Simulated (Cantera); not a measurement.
A closed system holds: 1 mol SiH2Cl2, 1.2 mol HCl, 210 mol H2, equilibrated at 3.30 mbar.

Cantera equilibrium calculation (NASA polynomials, part measured and part estimated; ideal gas, pure solids and liquids). Candidate condensed phases: Si; 19 gas species. Gases not in the tables: Si2H6 and higher silanes. Equilibrium is a limit: real reactors are often held back by kinetics, nucleation or transport.

Question: What share of the Si ends up in condensed phases as a function of T (K), at 1123, 1173, 1223, 1273, 1323, 1373, 1423, 1473, 1523, 1573, 1623, 1673, 1723, 1773?

Answer: 
| T (K) | Si condensed (%) | as |
|---|---|---|
| 1123 | 89.8 | Si(s) |
| 1173 | 89.8 | Si(s) |
| 1223 | 89.4 | Si(s) |
| 1273 | 88.9 | Si(s) |
| 1323 | 88.4 | Si(s) |
| 1373 | 87.9 | Si(s) |
| 1423 | 87.4 | Si(s) |
| 1473 | 86.9 | Si(s) |
| 1523 | 86.4 | Si(s) |
| 1573 | 85.6 | Si(s) |
| 1623 | 84.4 | Si(s) |
| 1673 | 81.9 | Si(s) |
| 1723 | 78.0 | Si(l) |
| 1773 | 70.3 | Si(l) |
